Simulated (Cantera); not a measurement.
A freely propagating, adiabatic, planar premixed flame of H₂ : O₂ : N₂ = 1 : 0.704 : 3.31 (molar parts), unburnt at 398 K and 100000 Pa; multicomponent+Soret transport, grid criteria slope 0.08 and curve 0.16, no radiation.

Model: the H2/O2 subset of GRI-Mech 3.0, which has no nitrogen chemistry, integrated in Cantera. Burning velocities carry a grid error of a few per cent, more on coarse grids.

Q: Predict: laminar burning velocity; thermal thickness; peak x(H); peak x(O); peak x(OH).

A: 
```json
{
 "laminar_burning_velocity": "128 cm/s",
 "thermal_thickness": "0.405 mm",
 "peak x(H)": "0.0112",
 "peak x(O)": "0.00564",
 "peak x(OH)": "0.00697"
}
```
